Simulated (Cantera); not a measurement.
A Cantera script and its output.

```python
import numpy as np
import cantera as ct

gas = ct.Solution("gri30.yaml")


def delay(T, t_max=10):
    gas.TPX = T, 101325, {'H2': 1, 'O2': 0.568, 'N2': 2.14}
    reactor = ct.IdealGasReactor(gas, clone=False)
    net = ct.ReactorNet([reactor])
    net.rtol, net.atol = 1e-8, 1e-16
    while net.time < t_max:
        t_old, T_old = net.time, reactor.T
        net.step()
        if reactor.T > T + 400:  # ignition: a rise of 400 K
            return t_old + (T + 400 - T_old) / (reactor.T - T_old) * (net.time - t_old)
    return np.nan


taus = []
for T in [1200, 1250, 1300, 1350, 1400, 1450, 1500, 1550, 1600, 1650]:
    taus.append(delay(T))
    print(f"T0 = {T:6g} K   tau = {taus[-1]:.4e} s")
```

Output:

```
T0 =   1200 K   tau = 4.4312e-05 s
T0 =   1250 K   tau = 3.4545e-05 s
T0 =   1300 K   tau = 2.7888e-05 s
T0 =   1350 K   tau = 2.3192e-05 s
T0 =   1400 K   tau = 1.9813e-05 s
T0 =   1450 K   tau = 1.7355e-05 s
T0 =   1500 K   tau = 1.5568e-05 s
T0 =   1550 K   tau = 1.4283e-05 s
T0 =   1600 K   tau = 1.3387e-05 s
T0 =   1650 K   tau = 1.2799e-05 s
```

Cantera simulation using GRI-Mech 3.0 (53 species, 325 reactions); the numbers are that mechanism's predictions, not measurements. Where the delays flatten at high temperature, the 400 K rule measures the pace of heat release, not the induction time.
